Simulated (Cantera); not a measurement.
A closed system holds: 1 mol SiH2Cl2, 1.8 mol NH3, 2.2 mol H2, equilibrated at 1373 K.

These are equilibrium values from Cantera (NASA tables, ideal gas, pure condensed phases), not measurements of a reactor. Candidate condensed phases: NH4Cl, Si, Si3N4; 28 gas species. The tables' values for SiCl3, SiCl are old estimates; treat these amounts as uncertain. Equilibrium is a limit: real reactors are often held back by kinetics, nucleation or transport.

log p: log10 of the partial pressure in bar; n: condensed amount in mol.

```json
[
 {"P (Pa)": "5", "log p H2": "-4.44", "log p HCl": "-5.17", "log p N2": "-5.43", "log p SiCl2": "-5.49", "n Si3N4(s)": "0.170"},
 {"P (Pa)": "36", "log p H2": "?", "log p HCl": "?", "log p N2": "?", "log p SiCl2": "?", "n Si3N4(s)": "?"},
 {"P (Pa)": "260", "log p H2": "-2.74", "log p HCl": "-3.22", "log p N2": "-3.92", "log p SiCl2": "-4.31", "n Si3N4(s)": "0.282"},
 {"P (Pa)": "1900", "log p H2": "-1.88", "log p HCl": "-2.32", "log p N2": "-3.12", "log p SiCl2": "-3.90", "n Si3N4(s)": "0.308"},
 {"P (Pa)": "14000", "log p H2": "?", "log p HCl": "?", "log p N2": "?", "log p SiCl2": "?", "n Si3N4(s)": "0.314"},
 {"P (Pa)": "100000", "log p H2": "-0.15", "log p HCl": "-0.61", "log p N2": "-1.41", "log p SiCl2": "-3.34", "n Si3N4(s)": "0.311"}
]
```

**Question.** Complete the blanks.

**Answer.** 
- 14000, log p H2: -1.01
- 14000, log p HCl: -1.45
- 14000, log p N2: -2.27
- 14000, log p SiCl2: -3.59
- 36, log p H2: -3.59
- 36, log p HCl: -4.17
- 36, log p N2: -4.67
- 36, log p SiCl2: -4.84
- 36, n Si3N4(s): 0.233
